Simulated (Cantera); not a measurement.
Input: 1 mol SiH4, 16 mol H2O, 0.4 mol O3, held at 1727 °C and 405 Torr.

Cantera equilibrium calculation (NASA polynomials, part measured and part estimated; ideal gas, pure solids and liquids). Candidate condensed phases: H2O, Si, SiO2; 18 gas species. The tables hold silica as quartz up to 1696 K and as liquid above; real silica turns to tridymite and cristobalite and melts near 1996 K. Gases not in the tables: Si(OH)4. Rates play no part.

Base state: H2O 0.843, H2 0.155, H 0.000872, OH 0.000473, SiO 2.45e-5 (mole fractions); condensed: SiO2(l).

### Question
What changes in the equilibrium state with this change: SiH4 replaced by TEOS?

### Answer
```
species         before     after
------------  --------  --------
H2               0.155     0.463
H2O              0.843     0.300
CO                   0     0.206
CO2                  0    0.0291
SiO            2.45e-5  0.000206
OH            0.000473   9.75e-5
H             0.000872   0.00151
SiO2(l), mol     1.000     0.993
```
The feed counts by its element totals alone. Further candidate phases: C, C6H6, C7H8, C8H18, SiC.

### Question
What changes in the equilibrium state with this change: O3 from 0.4 to 0.093 mol?

### Answer
```tsv
species	before	after
H2O	0.843	0.792
H2	0.155	0.206
H	0.000872	0.00100
SiO	2.45e-5	3.47e-5
OH	0.000473	0.000386
SiO2(l), mol	1.000	0.999
```

### Question
What changes in the equilibrium state with this change: SiH4 replaced by SiCl4?

### Answer
```csv
species,before,after
H2O,0.843,0.750
HCl,0,0.206
O2,4.55e-6,0.0298
H2,0.155,0.00171
SiO,2.45e-5,3.03e-7
Cl,0,0.00821
Cl2,0,6.69e-5
"SiO2(l), mol",1.000,1.000
```
